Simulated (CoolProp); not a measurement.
Nitrous oxide along the isotherm 80.45 °C: density (kg/m³) from the reference equation and from simpler models built on Tc = 36.4 °C, pc = 72.45 bar, ω = 0.161; each cubic takes its own stable root.

Values from CoolProp's reference Helmholtz-energy equation of state, Lemmon 2006. It is a short technical equation, of lower accuracy than the large ones.

```tsv
p (bar)	phase	reference
1.58	gas	2.377
3	gas	4.534
5.68	gas	8.657
10.8	gas	16.74
20.4	gas	32.67
38.7	gas	66.40
73.4	supercritical	148.2
139	supercritical	426.1
264	supercritical	717.7
500	supercritical	867.7
```

Problem. How far does each simpler model (ideal gas, van der Waals, Soave-Redlich-Kwong, Peng-Robinson) lie from the reference over these 10 states: mean and median of the absolute difference, and the worst?

Solution. 
- ideal gas: mean 16.2 %, median 9.6 %, worst -51.2 % at 80.45 °C and 139 bar
- van der Waals: mean 4.5 %, median 0.2 %, worst -22.4 % at 80.45 °C and 500 bar
- Soave-Redlich-Kwong: mean 2.8 %, median 0.3 %, worst -10.0 % at 80.45 °C and 139 bar
- Peng-Robinson: mean 1.5 %, median 1.1 %, worst -4.0 % at 80.45 °C and 139 bar
